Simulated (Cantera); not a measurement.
Charge: 1 mol Al₂O₃, 400 mol H₂, 0.77 mol N₂, equilibrated at 75.0 mbar.

Equilibrium computed with Cantera from the NASA thermochemical tables; the gas is ideal and each condensed phase is pure. Candidate condensed phases: Al, AlN, Al₂O₃, H₂O; 35 gas species. Mutual solubility and eutectic melting of coexisting phases are not modelled. The tables' values for AlOH are old estimates; treat these amounts as uncertain. Condensed phases not in the tables: aluminium oxynitride. The numbers say what is thermodynamically allowed, not how fast it happens.

x: gas mole fraction; n: condensed amount in mol.

```tsv
T (K)	x H₂	x H	x N₂	x H₂O	x Al	x Al₂O	n Al₂O₃(s)	n AlN(s)
1275	0.998	2.69e-6	0.00192	3.41e-7	8.20e-12	<1e-12	1.000	0
1375	0.998	(withheld)	0.00192	(withheld)	(withheld)	(withheld)	1.000	(withheld)
1475	0.998	4.73e-5	0.00192	1.13e-6	2.89e-8	1.17e-9	1.000	0.000286
1575	0.998	(withheld)	0.00192	(withheld)	(withheld)	(withheld)	1.000	0
1675	0.998	0.000423	0.00192	7.16e-6	3.44e-6	4.81e-7	0.999	0
1775	0.997	0.00106	0.00192	2.50e-5	1.19e-5	2.16e-6	0.996	0
1875	0.996	0.00239	0.00192	7.68e-5	3.57e-5	8.09e-6	0.988	0
1975	0.993	0.00498	0.00192	0.000211	9.47e-5	2.60e-5	0.967	0
2075	0.988	0.00967	0.00191	0.000523	0.000227	7.38e-5	0.916	0
```

Question: Fill in the missing entries.

Answer: 
- 1575, x H: 0.000152
- 1575, x H₂O: 1.83e-6
- 1575, x Al: 7.81e-7
- 1575, x Al₂O: 7.88e-8
- 1375, x H: 1.25e-5
- 1375, x H₂O: 6.51e-7
- 1375, x Al: 6.58e-10
- 1375, x Al₂O: 9.31e-12
- 1375, n AlN(s): 0.000173
